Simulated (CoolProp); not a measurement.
A closed Brayton cycle with carbon dioxide: compressor inlet 310.15 K and 9.7 MPa, high pressure 20.7 MPa, turbine inlet 910 K, compressor efficiency 0.8, turbine efficiency 0.9, recuperator effectiveness 0.95 (on enthalpy, no pinch check). Each further row changes one setting.

Values from CoolProp's reference Helmholtz-energy equation of state, Span 1996.

```json
[
 {"case": "as stated", "thermal efficiency (%)": "37.4", "net work (kJ/kg)": "93.7", "compressor to turbine work": "0.17", "compressor exit (K)": "332.1", "turbine exit (K)": "812.4"},
 {"case": "turbine inlet 860 K", "thermal efficiency (%)": "36.1", "net work (kJ/kg)": "87.0", "compressor to turbine work": "0.18", "compressor exit (K)": "332.1", "turbine exit (K)": "765.8"},
 {"case": "compressor inlet 320.15 K", "thermal efficiency (%)": "36.7", "net work (kJ/kg)": "84.5", "compressor to turbine work": "0.25", "compressor exit (K)": "365.5", "turbine exit (K)": "812.4"},
 {"case": "high pressure 17.6 MPa", "thermal efficiency (%)": "34.9", "net work (kJ/kg)": "75.8", "compressor to turbine work": "0.16", "compressor exit (K)": "326.9", "turbine exit (K)": "832.8"},
 {"case": "recuperator effectiveness 0.5", "thermal efficiency (%)": "18.0", "net work (kJ/kg)": "93.7", "compressor to turbine work": "0.17", "compressor exit (K)": "332.1", "turbine exit (K)": "812.4"}
]
```
